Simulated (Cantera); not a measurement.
# Reactions in the system H-O-Zr

Cantera with NASA thermochemical tables; ideal gases at 1 bar, condensed phases pure. Values are per mole of reaction as written; species without (g) are pure solids or liquids, kept so even where they would boil at 1 bar.

4 H(g) + ZrO2(g) ⇌ 2 H2O(g) + Zr

```csv
T (K),ΔH° (kJ),ΔS° (J/K),ΔG° (kJ),log10 K,condensed phases
975,-1092.8,-358.2,-743.6,39.84,Zr(α)
1025,-1094.1,-359.5,-725.7,36.98,Zr(α)
1075,-1095.3,-360.6,-707.6,34.38,Zr(α)
1125,-1096.4,-361.6,-689.6,32.02,Zr(α)
1175,-1093.6,-359.1,-671.6,29.86,Zr(β)
1225,-1094.8,-360.1,-653.6,27.87,Zr(β)
1275,-1095.9,-361.0,-635.6,26.04,Zr(β)
1325,-1096.9,-361.8,-617.5,24.34,Zr(β)
1375,-1097.9,-362.5,-599.4,22.77,Zr(β)
1425,-1098.8,-363.2,-581.3,21.31,Zr(β)
1475,-1099.7,-363.8,-563.1,19.94,Zr(β)
```
